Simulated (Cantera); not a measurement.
A closed system holds: 1 mol Cu, 0.021 mol H₂O, 3 mol N₂, 6.1 mol CO, at 550 °C and 0.100 bar.

These are equilibrium values from Cantera (NASA tables, ideal gas, pure condensed phases), not measurements of a reactor. Candidate condensed phases: C, C₆H₆, C₇H₈, C₈H₁₈, Cu, CuO, Cu(OH)₂, Cu₂O, H₂O; 139 gas species. Rates play no part.

Base state: N₂ 0.431, CO₂ 0.311, CO 0.255, H₂ 0.00225, H₂O 0.000761 (mole fractions); condensed: C(graphite) + Cu(s).

Q: What changes in the equilibrium state with this change: pressure from 0.100 bar to 17.0 bar?

A: 
```csv
species,before,after
N₂,0.431,0.488
CO₂,0.311,0.484
CO,0.255,0.0244
H₂,0.00225,0.000525
H₂O,0.000761,0.00288
"C(graphite), mol",2.15,2.97
"Cu(s), mol",1.00,1.00
```

Q: What changes in the equilibrium state with this change: H₂O from 0.021 to 0.16 mol?

A: 
```tsv
species	before	after
N₂	0.431	0.418
CO₂	0.311	0.307
CO	0.255	0.253
H₂	0.00225	0.0167
H₂O	0.000761	0.00558
CH₄	4.73e-7	2.59e-5
C(graphite), mol	2.15	2.08
Cu(s), mol	1.00	1.00
```
